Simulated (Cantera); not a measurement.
A Cantera script and what it prints.

```python
import numpy as np
import cantera as ct

gas_names = [...]  # 113 gases of nasa_gas.yaml made of C, H, O, Pb
cond_names = """
    C(gr) C6H6(L) C7H8(L) C8H18(L),n-octa H2O(s) H2O(L) Pb(cr) Pb(L) PbO(rd) PbO(yw) PbO(L) PbO2(s)
    Pb3O4(s)
""".split()


# ... load() reads the species with a 1 bar reference pressure and builds the phases ...
atoms = {
    'PbO': {'Pb': 1, 'O': 1},
    'CH4': {'C': 1, 'H': 4},
    'CO': {'C': 1, 'O': 1},
}
top_T = {'C(gr)': 4500, 'Pb3O4(s)': 820}  # K; cautious upper limits of use, not melting points


# ... equilibrate(T, P, feed) seeds the gas with the atoms and calls Mixture.equilibrate('TP', solver="vcs", rtol=1e-11, max_steps=5000) ...
results = []
feed = {'PbO': 1, 'CH4': 1.7, 'CO': 1.1}  # mol
T = 850  # K
for P in [10, 68, 460, 3200, 22000, 150000, 1000000]:
    mix = equilibrate(T, P, feed)
    results.append((T, P, feed, dict(zip(mix.species_names, mix.species_moles))))

top = {s: max(r[3][s] / sum(r[3][g] for g in gas_names) for r in results) for s in gas_names}
cols = sorted((s for s in top if top[s] > 1e-05), key=lambda s: -top[s])[:7]
seen = [c for c in cond_names if any(r[3].get(c, 0) > 1e-12 for r in results)]
print("log10 of partial pressures in bar; condensed amounts in mol")
print(f"{'P/Pa':>10s}" + "".join(f"{s[:9]:>10s}" for s in cols + seen))
for T, P, feed, n in results:
    ng = sum(n[g] for g in gas_names)
    print(f"{P:10.4g}" + "".join(f"{np.log10(max(n[s] / ng * P / 1e5, 1e-99)):10.3f}" for s in cols)
          + "".join(f"{n.get(c, 0):10.4g}" for c in seen))
```

Output:

```
log10 of partial pressures in bar; condensed amounts in mol
      P/Pa        H2        CO       H2O       CH4       CO2        Pb      C2H6     C(gr)     Pb(L)
        10    -4.210    -4.420    -7.782    -8.626    -7.507    -6.497   -17.466    0.7025    0.9824
        68    -3.376    -3.590    -6.118    -6.958    -5.848    -6.497   -14.963    0.7167    0.9974
       460    -2.544    -2.784    -4.479    -5.293    -4.235    -6.497   -12.466     0.801    0.9996
      3200    -1.699    -2.054    -2.905    -3.604    -2.775    -6.497    -9.932     1.118         1
   2.2e+04    -0.901    -1.486    -1.538    -2.008    -1.639    -6.497    -7.538     1.522         1
   1.5e+05    -0.227    -1.022    -0.400    -0.660    -0.710    -6.497    -5.515     1.589         1
     1e+06     0.311    -0.592     0.567     0.416     0.148    -6.497    -3.902     1.474         1
```

Cantera equilibrium calculation (NASA polynomials, part measured and part estimated; ideal gas, pure solids and liquids).
